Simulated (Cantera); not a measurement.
## Ammonia decomposition in nitride growth gas

An isothermal, constant-pressure homogeneous reactor starts with 15.4 % NH₃, 84.6 % H₂, at 2173 K and 0.810 bar.

Detailed kinetics in Cantera: the gas-phase N/H chemistry of the illustrative SiF4/NH3 mechanism in the Surface Chemkin manual (1991). Walls and surfaces, which speed up NH3 decomposition in real reactors, are not modelled.

```csv
t (s),x NH₃,x H₂,x NH,x N₂,x H
1.00e-5,0.154,0.846,1.66e-7,3.49e-9,0.000101
3.39e-5,0.154,0.846,1.91e-6,1.03e-6,0.000338
0.000115,0.153,0.845,1.60e-5,0.000100,0.000988
0.000389,0.149,0.847,2.92e-5,0.00173,0.00136
0.00132,0.135,0.855,2.84e-5,0.00771,0.00142
0.00447,0.0982,0.876,2.56e-5,0.0238,0.00161
0.0152,0.0353,0.911,1.82e-5,0.0511,0.00234
0.0514,0.00203,0.927,4.43e-6,0.0656,0.00487
0.174,0.000238,0.928,5.92e-7,0.0664,0.00519
0.590,5.84e-5,0.928,1.46e-7,0.0665,0.00520
2.00,1.66e-5,0.928,4.13e-8,0.0665,0.00520
```
x: mole fraction; the columns are a selection and need not sum to one.

Equilibrium at this temperature and pressure: NH₃ 2.88e-6, H₂ 0.928, NH 7.19e-9, N₂ 0.0665, H 0.00520 (gas phase only).
